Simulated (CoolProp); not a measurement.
The numbers come from the reference Helmholtz-energy equation of state, Akasaka 2023 in CoolProp.

Question: For R1336mzz(E), give the phase and the density (kg/m³), cp (kJ/(kg K)), isothermal compressibility (1/MPa), expansivity (1/kK) at 101.05 °C and 0.589 MPa; 29.55 °C and 5.7 MPa; 78.05 °C and 0.335 MPa.

Answer: 
- 101.05 °C and 0.589 MPa: gas; density 34.8, cp 0.939, isothermal compressibility 1.92, expansivity 3.97
- 29.55 °C and 5.7 MPa: liquid; density 1340, cp 1.22, isothermal compressibility 0.00293, expansivity 2.09
- 78.05 °C and 0.335 MPa: gas; density 20.4, cp 0.902, isothermal compressibility 3.24, expansivity 3.73
